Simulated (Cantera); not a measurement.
**Carbon deposition, reforming and gasification: acetone + H2O + H2**

Feed: 1 mol acetone, 0.21 mol H2O, 6 mol H2, equilibrated at 750 K and 3.45 Torr.

Equilibrium computed with Cantera from the NASA thermochemical tables; the gas is ideal and each condensed phase is pure. Candidate condensed phases: C, C6H6, C7H8, C8H18, H2O; 110 gas species. The feed counts by its element totals alone. The numbers say what is thermodynamically allowed, not how fast it happens.

```json
{
  "x(H2)": "0.879",
  "x(CO)": "0.0705",
  "x(H2O)": "0.0259",
  "x(CO2)": "0.0127",
  "x(CH4)": "0.0114",
  "n(C(graphite))": "2.06 mol",
  "gas_amount": "9.923 mol"
}
```
